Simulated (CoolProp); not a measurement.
Properties of octamethylcyclotetrasiloxane (D4) along the isotherm 346.85 °C.

Model: reference Helmholtz-energy equation of state, Thol 2015, in CoolProp.

```
p (kPa)  phase       Z  cv (kJ/(kg K))  speed of sound (m/s)  isothermal compressibility (1/MPa)  fugacity coefficient
-------  -----  ------  --------------  --------------------  ----------------------------------  --------------------
84.2       gas  0.9821           2.012                 130.5                               12.10                0.9823
168        gas  0.9638           2.014                 128.1                               6.181                0.9649
253        gas  0.9449           2.016                 125.6                               4.191                0.9473
337        gas  0.9257           2.018                 123.1                               3.217                0.9300
421        gas  0.9061           2.021                 120.5                               2.636                0.9128
505        gas  0.8860           2.023                 117.8                               2.254                0.8958
589        gas  0.8653           2.025                 115.1                               1.986                0.8788
674        gas  0.8438           2.028                 112.2                               1.787                0.8618
```
